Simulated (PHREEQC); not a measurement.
0.71 g of hydrous ferric oxide (600 m²/g; 0.2 weak and 0.005 strong sites per Fe, Dzombak-Morel constants, diffuse double layer) in 1 kg of water with 0.01 mol/kgw of an inert sodium salt, at 25 °C; the pH is set by adding NaOH or the inert anion's acid. Oxygen alone is held at its pressure in air (log pO2 = -0.68). CO2 from the air is kept out. Nothing may precipitate in this run.

Model: ion-association model, wateq4f.dat, run in PHREEQC.

### Question
Predict surface charge σ (C/m²) at pH = 3, 3.38, 5.25, 9.

### Answer
| pH | surface charge σ (C/m²) |
|---|---|
| 3 | 0.326 |
| 3.38 | 0.290 |
| 5.25 | 0.094 |
| 9 | -0.013 |

Complexes and solids missing from the database can't appear. The oxide is taken as insoluble; below pH 4 it would dissolve.
